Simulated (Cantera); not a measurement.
Feed: 1 mol SiCl4, 16 mol NH3, held at 1752 °C and 14.0 Pa.

Method: chemical equilibrium by Gibbs-energy minimisation in Cantera with the NASA 1993 tables (ideal gas, pure condensed phases). Candidate condensed phases: NH4Cl, Si, Si3N4; 28 gas species. The tables' values for SiCl, SiN are old estimates; treat these amounts as uncertain. Kinetics and transport are ignored.

Base state: H2 0.538, N2 0.214, H 0.119, HCl 0.0878, Si 0.0237, Cl 0.0145, SiCl2 0.00190, SiCl 0.000887 (mole fractions); condensed: gas only.

Question: What changes in the equilibrium state with this change: pressure from 14.0 Pa to 100000 Pa?

Answer: 
| species | before | after |
|---|---|---|
| H2 | 0.538 | 0.670 |
| N2 | 0.214 | 0.231 |
| HCl | 0.0878 | 0.0764 |
| H | 0.119 | 0.00158 |
| Si | 0.0237 | 5.76e-5 |
| Cl | 0.0145 | 0.000133 |
| SiCl2 | 0.00190 | 0.0201 |
| SiHCl3 | <1e-9 | 3.09e-5 |
| SiH2Cl2 | <1e-9 | 2.16e-5 |
| SiCl3 | 5.67e-7 | 0.000395 |
| Si2 | 1.49e-5 | 6.28e-7 |
| Si3N4(s), mol | 0 | 0.0979 |
The tables' values for SiCl3, SiCl are old estimates; treat these amounts as uncertain. Gases not in the tables: Si2H6 and higher silanes.

Question: What changes in the equilibrium state with this change: pressure from 14.0 Pa to 1000 Pa?

Answer: 
```json
[
 {"species": "H2", "before": "0.538", "after": "0.650"},
 {"species": "N2", "before": "0.214", "after": "0.232"},
 {"species": "HCl", "before": "0.0878", "after": "0.0739"},
 {"species": "H", "before": "0.119", "after": "0.0155"},
 {"species": "Si", "before": "0.0237", "after": "0.00582"},
 {"species": "Cl", "before": "0.0145", "after": "0.00131"},
 {"species": "SiCl2", "before": "0.00190", "after": "0.0196"},
 {"species": "Si3", "before": "1.80e-7", "after": "1.36e-5"},
 {"species": "SiCl3", "before": "5.67e-7", "after": "3.78e-5"},
 {"species": "Si2N", "before": "2.34e-6", "after": "8.82e-5"},
 {"species": "SiH2", "before": "3.75e-6", "after": "7.94e-5"},
 {"species": "Si(l), mol", "before": "0", "after": "0.0466"}
]
```
The tables' values for SiCl, SiN, SiCl3 are old estimates; treat these amounts as uncertain. Gases not in the tables: Si2H6 and higher silanes.
